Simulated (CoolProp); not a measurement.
The fluid at 387.05 K and 0.873 MPa expands adiabatically to 0.144 MPa with isentropic efficiency 0.85. The same conditions are run with several fluids, on thermodynamics alone (safety and materials aside).

Computed with CoolProp (reference Helmholtz-energy equation of state of each fluid (R1336mzz(E): Akasaka 2023; carbonyl sulfide: Lemmon 2006; R410A: Lemmon 2003; ethylene: Smukala 2000; dimethyl ether: Wu 2011)). Blends and air are pseudo-pure fits.

| fluid | work (kJ/kg) | final temperature (K) | final density (kg/m³) |
|---|---|---|---|
| R1336mzz(E) | (withheld) | 347.8 | 8.44 |
| carbonyl sulfide | 66.9 | (withheld) | 3.69 |
| R410A | 58.6 | 315.1 | 4.05 |
| ethylene | 148 | 295.1 | (withheld) |
| dimethyl ether | 92.3 | (withheld) | 2.53 |

Problem. Fill in the missing entries.

Solution. 
- R1336mzz(E), work (kJ/kg): 26.0
- carbonyl sulfide, final temperature (K): 287.0
- ethylene, final density (kg/m³): 1.66
- dimethyl ether, final temperature (K): 322.0
